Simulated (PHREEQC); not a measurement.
1.5 g of hydrous ferric oxide (600 m²/g; 0.2 weak and 0.005 strong sites per Fe, Dzombak-Morel constants, diffuse double layer) in 1 kg of water with 0.005 mol/kgw of an inert sodium salt and 0.00022 mol PbCl2 and 2.1e-05 mol BaCl2, at 25 °C; the pH is set by adding NaOH or the inert anion's acid. Oxygen alone is held at its pressure in air (log pO2 = -0.68). The system is closed to CO2. No solid was allowed to form.

All values are PHREEQC results (ion-association model, wateq4f.dat), not measurements.

```tsv
pH	Pb sorbed (%)	Ba sorbed (%)	surface charge σ (C/m²)	surface potential ψ (mV)
3	8.1	0.0	0.314	210
3.38	20.7	0.0	0.272	205
3.75	31.8	0.0	0.226	198
4.12	37.7	0.0	0.182	188
4.5	43.1	0.0	0.141	176
4.88	56.3	0.0	0.108	163
5.25	77.5	0.0	0.081	150
5.62	92.7	0.0	0.060	135
6	98.3	0.0	0.043	119
6.38	99.6	0.0	0.030	100
6.75	99.9	0.0	0.020	82
7.12	100.0	0.0	0.013	62
7.5	100.0	0.1	0.008	41
7.88	100.0	0.7	0.003	20
8.25	100.0	3.5	0.000	-1
8.62	100.0	15.4	-0.004	-21
9	100.0	48.2	-0.008	-42
```

The oxide is taken as insoluble; below pH 4 it would dissolve.
